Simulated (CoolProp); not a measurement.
Hydrogen chloride at 298.15 K and 2.13 MPa is compressed adiabatically to 14.3 MPa with isentropic efficiency 0.9. Each further row changes one setting.

Model: reference Helmholtz-energy equation of state, Thol 2018, in CoolProp.

```csv
case,work (kJ/kg),final temperature (K),final density (kg/m³)
as stated,[?],535.9,[?]
efficiency 1,[?],519.8,[?]
efficiency 0.65,[?],601.0,[?]
```

Q: Fill in the missing entries.

A: 
- as stated, work (kJ/kg): 166
- as stated, final density (kg/m³): 130
- efficiency 1, work (kJ/kg): 149
- efficiency 1, final density (kg/m³): 136
- efficiency 0.65, work (kJ/kg): 230
- efficiency 0.65, final density (kg/m³): 111
